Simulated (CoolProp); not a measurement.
Vapour-liquid equilibrium of R134a (1) + R142b (2) at 1.22 MPa; x and y are mole fractions of (1).

Computed with CoolProp (multi-fluid Helmholtz-energy mixture model, Tillner-Roth 1994 and Lemmon 2006; pair parameters Bell 2016).

Give the bubble temperature and the first vapour's composition at x = 0.15, 0.25, 0.85. Is there an azeotrope?

x = 0.15: 341.0 K, y = 0.235; x = 0.25: 337.4 K, y = 0.364; x = 0.85: 322.5 K, y = 0.893. No azeotrope shows between x = 0.05 and 0.95.

The pair parameters rest on a limited set of measurements; away from them the model extrapolates.
